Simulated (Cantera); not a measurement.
An adiabatic, constant-volume homogeneous reactor starts with CH4 : O2 : N2 = 1 : 1.43 : 5.37 (molar parts), equivalence ratio 1.4, at 1050 K and 1.00 atm. Integrator tolerance rtol = 1e-08.

Cantera simulation using GRI-Mech 3.0 (53 species, 325 reactions); the numbers are that mechanism's predictions, not measurements.

Problem. What does this change do: 0.041 parts H2 added?

Solution. 
| quantity | before | after |
|---|---|---|
| time of steepest temperature rise | 0.535 s | 0.231 s |
| temperature at 1.00 s | 2775 K | 2772 K |
| equilibrium temperature | 2775 K | 2772 K |
| x(CH4) at 1.00 s | <1e-12 (gas-phase equilibrium 1.00e-12) | <1e-12 (gas-phase equilibrium 1.17e-12) |
| x(O2) at 1.00 s | 0.00120 (gas-phase equilibrium 0.00120) | 0.00108 (gas-phase equilibrium 0.00108) |
| x(CO) at 1.00 s | 0.0824 (gas-phase equilibrium 0.0824) | 0.0831 (gas-phase equilibrium 0.0831) |
| x(N2O) at 1.00 s | 2.06e-7 (gas-phase equilibrium 2.06e-7) | 1.94e-7 (gas-phase equilibrium 1.94e-7) |
| x(H) at 1.00 s | 0.0105 (gas-phase equilibrium 0.0105) | 0.0107 (gas-phase equilibrium 0.0107) |

Problem. What does this change do: constant pressure in place of constant volume?

Solution. 
```
quantity                                                            before                                      after
---------------------------------  ---------------------------------------  -----------------------------------------
time of steepest temperature rise                                  0.535 s                                    0.557 s
temperature at 1.00 s                                               2775 K                                     2500 K
equilibrium temperature                                             2775 K                                     2500 K
x(CH4) at 1.00 s                   <1e-12 (gas-phase equilibrium 1.00e-12)      <1e-12 (gas-phase equilibrium <1e-12)
x(O2) at 1.00 s                    0.00120 (gas-phase equilibrium 0.00120)  0.000336 (gas-phase equilibrium 0.000336)
x(CO) at 1.00 s                      0.0824 (gas-phase equilibrium 0.0824)      0.0792 (gas-phase equilibrium 0.0792)
x(N2O) at 1.00 s                   2.06e-7 (gas-phase equilibrium 2.06e-7)    4.17e-8 (gas-phase equilibrium 4.17e-8)
x(H) at 1.00 s                       0.0105 (gas-phase equilibrium 0.0105)    0.00599 (gas-phase equilibrium 0.00599)
```
